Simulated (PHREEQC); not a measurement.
0.5 mol of Fluorite (CaF2) is brought to equilibrium with 1 kg of water, with rising amounts of K2SO4, at 20 °C. O2 is buffered at 0.21 atm. CO2 from the air is kept out. Solids allowed: Fluorite, Gypsum, Portlandite. Others were left out.

The numbers come from PHREEQC with the ion-association model, wateq4f.dat.

| K2SO4 added (mol) | pH | dissolved Ca (mol/kgw) | dissolved F (mol/kgw) | SO4-2 (mol/kgw) | CaSO4 (mol/kgw) | KSO4- (mol/kgw) |
|---|---|---|---|---|---|---|
| 0 | 7.17 | 0.000186 | 0.000372 | 0 | 0 | 0 |
| 0.0208 | 7.26 | 0.000317 | 0.000634 | 0.0186 | 0.000131 | 0.00205 |
| 0.0625 | 7.31 | 0.000395 | 0.000789 | 0.0510 | 0.000198 | 0.0113 |
| 0.0833 | 7.32 | 0.000418 | 0.000835 | 0.0658 | 0.000217 | 0.0173 |
| 0.104 | 7.34 | 0.000436 | 0.000872 | 0.0799 | 0.000233 | 0.0238 |
| 0.146 | 7.36 | 0.000465 | 0.000929 | 0.107 | 0.000257 | 0.0387 |
| 0.167 | 7.36 | 0.000476 | 0.000952 | 0.120 | 0.000267 | 0.0467 |
| 0.188 | 7.37 | 0.000486 | 0.000972 | 0.133 | 0.000275 | 0.0551 |
| 0.229 | 7.38 | 0.000502 | 0.00100 | 0.156 | 0.000290 | 0.0724 |
| 0.25 | 7.39 | 0.000509 | 0.00102 | 0.168 | 0.000297 | 0.0816 |
